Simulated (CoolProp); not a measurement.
Vapour-liquid equilibrium of R114 (1) + R113 (2) at 388.3 K; x and y are mole fractions of (1).

Model: multi-fluid Helmholtz-energy mixture model, Platzer 1990 and Marx 1992; pair parameters Bell 2016, in CoolProp. This equation is an older, rougher fit; its heat capacities, sound speeds and derivatives of the liquid may be far off and weren't checked against measurements.

```tsv
x	bubble pressure, mixture model (bar)	bubble pressure, Raoult's law (bar)	y, mixture model	y, Raoult's law
0.05	6.693	6.784	0.115	0.140
0.2	(withheld)	8.716	0.377	0.436
0.35	10.20	10.65	0.559	0.625
0.5	12.06	12.58	(withheld)	0.756
0.65	(withheld)	14.51	0.801	0.852
0.8	(withheld)	16.44	(withheld)	0.925
0.95	(withheld)	18.38	0.973	0.983
```

Task: What belongs in the gaps?

Result: 
- 0.2, bubble pressure, mixture model (bar): 8.409
- 0.5, y, mixture model: 0.694
- 0.65, bubble pressure, mixture model (bar): 13.99
- 0.8, bubble pressure, mixture model (bar): 16.03
- 0.8, y, mixture model: 0.892
- 0.95, bubble pressure, mixture model (bar): 18.23

The largest gap from Raoult's law is -4.2 % in bubble pressure, at x = 0.35. No azeotrope shows between x = 0.05 and 0.95.

Pair parameters are fitted to limited data, so mixtures are less certain than the pure fluids.
